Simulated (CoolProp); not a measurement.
Vapour-liquid equilibrium of cyclohexane (1) + dimethyl carbonate (2) at 59.85 °C; x and y are mole fractions of (1).

Values from CoolProp's multi-fluid Helmholtz-energy mixture model, Zhou 2014 and Zhou 2011; pair parameters Bell 2016.

```json
[
 {"x": "0.05", "bubble pressure (MPa)": "0.04350", "y at the bubble point": "0.236", "dew pressure at overall composition x (MPa)": "0.03631", "liquid density (mol/L)": "11.10"},
 {"x": "0.15", "bubble pressure (MPa)": "0.05457", "y at the bubble point": "0.437", "dew pressure at overall composition x (MPa)": "0.03988", "liquid density (mol/L)": "10.76"},
 {"x": "0.25", "bubble pressure (MPa)": "0.06025", "y at the bubble point": "0.522", "dew pressure at overall composition x (MPa)": "0.04415", "liquid density (mol/L)": "10.44"},
 {"x": "0.35", "bubble pressure (MPa)": "0.06303", "y at the bubble point": "0.566", "dew pressure at overall composition x (MPa)": "0.04930", "liquid density (mol/L)": "10.14"},
 {"x": "0.45", "bubble pressure (MPa)": "0.06435", "y at the bubble point": "0.593", "dew pressure at overall composition x (MPa)": "0.05543", "liquid density (mol/L)": "9.873"},
 {"x": "0.55", "bubble pressure (MPa)": "0.06495", "y at the bubble point": "0.614", "dew pressure at overall composition x (MPa)": "0.06209", "liquid density (mol/L)": "9.628"},
 {"x": "0.65", "bubble pressure (MPa)": "0.06510", "y at the bubble point": "0.637", "dew pressure at overall composition x (MPa)": "0.06499", "liquid density (mol/L)": "9.406"},
 {"x": "0.75", "bubble pressure (MPa)": "0.06459", "y at the bubble point": "0.671", "dew pressure at overall composition x (MPa)": "0.06192", "liquid density (mol/L)": "9.206"},
 {"x": "0.85", "bubble pressure (MPa)": "0.06257", "y at the bubble point": "0.733", "dew pressure at overall composition x (MPa)": "0.05772", "liquid density (mol/L)": "9.028"},
 {"x": "0.95", "bubble pressure (MPa)": "0.05701", "y at the bubble point": "0.867", "dew pressure at overall composition x (MPa)": "0.05360", "liquid density (mol/L)": "8.869"}
]
```

y crosses x between x = 0.55 and 0.65: the model has an azeotrope there.

Pair parameters are fitted to limited data, so mixtures are less certain than the pure fluids. With so large a gap from Raoult's law the liquid may split in two, which this calculation doesn't test in full.
